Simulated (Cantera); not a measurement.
A closed system holds: 1 mol MgO, 0.034 mol Br₂, 0.77 mol N₂, 0.038 mol H₂O, at 0.0240 bar.

Method: chemical equilibrium by Gibbs-energy minimisation in Cantera with the NASA 1993 tables (ideal gas, pure condensed phases). Candidate condensed phases: Br₂, H₂O, Mg, MgBr₂, MgO, Mg(OH)₂; 36 gas species. The numbers say what is thermodynamically allowed, not how fast it happens. All values below are at 1077 °C.

Base state: N₂ 0.886, Br 0.0533, H₂O 0.0358, HBr 0.0159, Br₂ 0.00447, O₂ 0.00397, MgBr₂ 8.90e-5, NO 7.90e-5 (mole fractions); condensed: MgO(s).

Problem. What changes in the equilibrium state with this change: pressure from 0.0240 bar to 0.440 bar?

Solution. 
```csv
species,before,after
N₂,0.886,0.899
H₂O,0.0358,0.0364
Br,0.0533,0.0256
Br₂,0.00447,0.0189
HBr,0.0159,0.0159
MgBr₂,8.90e-5,8.77e-5
OH,1.03e-5,5.04e-6
NO,7.90e-5,7.96e-5
"MgO(s), mol",1.000,1.000
```
